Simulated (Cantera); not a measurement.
A closed system holds: 1 mol B, 0.21 mol O2, 0.44 mol H2, at 0.200 bar.

These are equilibrium values from Cantera (NASA tables, ideal gas, pure condensed phases), not measurements of a reactor. Candidate condensed phases: B, B2O3, B3O3H3, H2O; 23 gas species. Mutual solubility and eutectic melting of coexisting phases are not modelled. Equilibrium is a limit: real reactors are often held back by kinetics, nucleation or transport.

Question: At 975 °C, list the 3 most abundant gas species with their mole fractions, and the condensed phases.

Answer: H2 0.997, B3O3H3 0.00308, HBO 0.000292. Condensed: B(s) + B2O3(l).
